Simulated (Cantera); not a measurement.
BCl3 + NH3 (boron, boron nitride and boron oxide)

Feed: 1 mol BCl3, 0.66 mol NH3, at 13.5 Torr.

Method: chemical equilibrium by Gibbs-energy minimisation in Cantera with the NASA 1993 tables (ideal gas, pure condensed phases). Candidate condensed phases: B, BN, NH4Cl; 21 gas species. The tables' values for BCl2, BCl are old estimates; treat these amounts as uncertain. Gases not in the tables: BHCl2. Rates play no part.

From 1350 K to 1650 K the condensed part is BN(s). The main B-bearing gas is BCl3 throughout. The share of B in condensed phases is highest at 1350 K (62.7 %) and lowest at 1650 K (57.8 %).

| T (K) | x HCl | x BCl3 | x H2 | x N2 | x BCl2 | x Cl | n BN(s) |
|---|---|---|---|---|---|---|---|
| 1350 | 0.811 | 0.161 | 0.0214 | 0.00712 | 4.62e-5 | 8.20e-5 | 0.627 |
| 1375 | 0.806 | 0.162 | 0.0235 | 0.00782 | 7.08e-5 | 0.000111 | 0.624 |
| 1400 | 0.802 | 0.164 | 0.0257 | 0.00856 | 0.000107 | 0.000149 | 0.620 |
| 1425 | 0.797 | 0.165 | 0.0280 | 0.00932 | 0.000159 | 0.000198 | 0.617 |
| 1450 | 0.792 | 0.167 | 0.0304 | 0.0101 | 0.000233 | 0.000261 | 0.613 |
| 1475 | 0.787 | 0.168 | 0.0328 | 0.0109 | 0.000337 | 0.000341 | 0.609 |
| 1500 | 0.782 | 0.170 | 0.0353 | 0.0118 | 0.000482 | 0.000440 | 0.605 |
| 1525 | 0.777 | 0.171 | 0.0379 | 0.0127 | 0.000681 | 0.000564 | 0.601 |
| 1550 | 0.771 | 0.173 | 0.0406 | 0.0136 | 0.000951 | 0.000718 | 0.597 |
| 1575 | 0.766 | 0.174 | 0.0433 | 0.0146 | 0.00131 | 0.000906 | 0.592 |
| 1600 | 0.760 | 0.175 | 0.0460 | 0.0156 | 0.00180 | 0.00114 | 0.588 |
| 1625 | 0.754 | 0.176 | 0.0488 | 0.0166 | 0.00243 | 0.00141 | 0.583 |
| 1650 | 0.747 | 0.177 | 0.0515 | 0.0177 | 0.00326 | 0.00175 | 0.578 |
x: gas mole fraction; n: condensed amount in mol.
